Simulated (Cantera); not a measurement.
Cantera run, input and output.

```python
import numpy as np
import cantera as ct

gas = ct.Solution("h2o2.yaml")
gas.TPX = 1000, 1333, {'H2': 0.0082, 'O2': 1, 'N2': 0.57}
inlet = ct.Reservoir(gas, clone=True)

reactor = ct.IdealGasConstPressureReactor(gas, energy="off", clone=False)
exhaust = ct.Reservoir(gas, clone=True)
tau = [28, 11, 4.3, 1.7, 0.64, 0.25, 0.096, 0.037, 0.014, 0.0056][0]
for a, b in ((inlet, reactor), (reactor, exhaust)):
    ct.MassFlowController(a, b, mdot=lambda t: reactor.mass / tau)
net = ct.ReactorNet([reactor])
show = ['H2', 'O2', 'HO2', 'H2O', 'O', 'OH', 'H']

rows = []
print(f"{'tau/s':>10s}{'T/K':>9s}" + "".join(f"{s:>11s}" for s in show))
for tau in [28, 11, 4.3, 1.7, 0.64, 0.25, 0.096, 0.037, 0.014, 0.0056]:
    net.initial_time = 0.0
    net.advance(30 * tau)
    before = gas.X
    net.advance(40 * tau)
    drift = np.max(np.abs(gas.X - before) / (gas.X + 1e-9))
    rows.append([gas.T, *gas[show].X, drift])
    print(f"{tau:10.3e}{gas.T:9.1f}" + "".join(f"{x:11.3e}" for x in gas[show].X))
```

Output:

```
     tau/s      T/K         H2         O2        HO2        H2O          O         OH          H
 2.800e+01   1000.0  1.946e-05  6.326e-01  2.173e-07  5.173e-03  9.349e-05  3.199e-05  1.207e-06
 1.100e+01   1000.0  3.256e-05  6.325e-01  3.164e-07  5.152e-03  1.656e-04  4.512e-05  3.016e-06
 4.300e+00   1000.0  5.419e-05  6.324e-01  4.559e-07  5.118e-03  2.869e-04  6.448e-05  7.472e-06
 1.700e+00   1000.0  8.964e-05  6.323e-01  6.451e-07  5.062e-03  4.775e-04  9.270e-05  1.791e-05
 6.400e-01   1000.0  1.538e-04  6.320e-01  9.106e-07  4.962e-03  7.782e-04  1.368e-04  4.317e-05
 2.500e-01   1000.0  2.635e-04  6.317e-01  1.230e-06  4.794e-03  1.168e-03  1.984e-04  9.444e-05
 9.600e-02   1000.0  4.690e-04  6.313e-01  1.597e-06  4.496e-03  1.609e-03  2.846e-04  1.885e-04
 3.700e-02   1000.0  8.592e-04  6.310e-01  1.945e-06  3.988e-03  1.938e-03  3.886e-04  3.160e-04
 1.400e-02   1000.0  1.631e-03  6.311e-01  2.182e-06  3.126e-03  1.903e-03  4.784e-04  4.006e-04
 5.600e-03   1000.0  2.957e-03  6.319e-01  2.139e-06  1.863e-03  1.320e-03  4.498e-04  3.007e-04
```

Model: the H2/O2 subset of GRI-Mech 3.0, which has no nitrogen chemistry, integrated in Cantera. Radical loss at walls, strong at low pressure, is not modelled.
